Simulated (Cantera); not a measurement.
Feed: 1 mol Cr2O3, 77 mol H2, 0.18 mol H2O, equilibrated at 14.0 Pa.

Cantera equilibrium calculation (NASA polynomials, part measured and part estimated; ideal gas, pure solids and liquids). Candidate condensed phases: Cr, Cr2O3, H2O; 13 gas species. Equilibrium is a limit: real reactors are often held back by kinetics, nucleation or transport.

Question: What share of the Cr ends up in condensed phases as a function of T (K), at 950, 1050, 1150, 1250, 1350, 1450, 1550, 1650, 1750, 1850, 1950, 2050?

Answer: 
```csv
T (K),Cr condensed (%),as
950,100.0,Cr2O3(s)
1050,100.0,Cr2O3(s)
1150,100.0,Cr2O3(s)
1250,100.0,Cr2O3(s)
1350,100.0,Cr2O3(s)
1450,99.0,Cr2O3(s)
1550,92.4,Cr2O3(s)
1650,72.0,Cr2O3(s)
1750,22.5,Cr2O3(s)
1850,0.0,-
1950,0.0,-
2050,0.0,-
```
